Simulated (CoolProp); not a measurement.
R236EA along the isobar 6 MPa: Z from the reference equation and from simpler models built on Tc = 412.4 K, pc = 3.414 MPa, ω = 0.368; each cubic takes its own stable root.

The numbers come from the reference Helmholtz-energy equation of state, Rui 2013 in CoolProp.

```json
[
 {"T (K)": "318.5", "phase": "liquid", "reference": "0.2484"},
 {"T (K)": "327", "phase": "liquid", "reference": "0.2468"},
 {"T (K)": "335.5", "phase": "liquid", "reference": "0.2456"},
 {"T (K)": "344", "phase": "liquid", "reference": "0.2449"},
 {"T (K)": "352.5", "phase": "liquid", "reference": "0.2447"},
 {"T (K)": "361", "phase": "liquid", "reference": "0.2451"},
 {"T (K)": "369.5", "phase": "liquid", "reference": "0.2462"},
 {"T (K)": "378", "phase": "liquid", "reference": "0.2481"},
 {"T (K)": "386.5", "phase": "liquid", "reference": "0.2511"},
 {"T (K)": "395", "phase": "liquid", "reference": "0.2555"},
 {"T (K)": "403.5", "phase": "liquid", "reference": "0.2619"},
 {"T (K)": "412", "phase": "liquid", "reference": "0.2710"}
]
```

Q: How far does each simpler model (van der Waals, Redlich-Kwong, Soave-Redlich-Kwong, Peng-Robinson) lie from the reference over these 12 states: mean and median of the absolute difference, and the worst?

A: 
- van der Waals: mean 54.1 %, median 55.3 %, worst +59.8 % at 318.5 K and 6 MPa
- Redlich-Kwong: mean 16.3 %, median 16.4 %, worst +17.8 % at 403.5 K and 6 MPa
- Soave-Redlich-Kwong: mean 12.1 %, median 11.4 %, worst +17.4 % at 412 K and 6 MPa
- Peng-Robinson: mean 2.5 %, median 2.5 %, worst +5.7 % at 412 K and 6 MPa
